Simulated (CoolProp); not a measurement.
Ethane at 337.15 K and 13 MPa flows at 2.1 m/s in a round tube of 50 mm bore and 1.5 µm roughness, fully developed (64/Re and Nu = 3.66 if laminar; Colebrook and Gnielinski if turbulent). Each further row changes one setting.

The numbers come from the reference Helmholtz-energy equation of state, Bücker 2006 in CoolProp.

```
case              Reynolds number  Darcy friction factor  pressure drop (Pa/m)  heat-transfer coefficient (W/(m² K))  mass flow (kg/h)
----------------  ---------------  ---------------------  --------------------  ------------------------------------  ----------------
as stated                       ?                      ?                   174                                     ?              4680
velocity 4.2 m/s          1730000                 0.0115                   639                                  5670              9360
diameter 100 mm           1730000                 0.0111                  77.0                                  2750             18700
```

Fill in the missing entries.


- as stated, Reynolds number: 867000
- as stated, Darcy friction factor: 0.0125
- as stated, heat-transfer coefficient (W/(m² K)): 3060

Viscosity comes from a separate model (Friend 1991). Thermal conductivity comes from a separate model (Friend 1991).
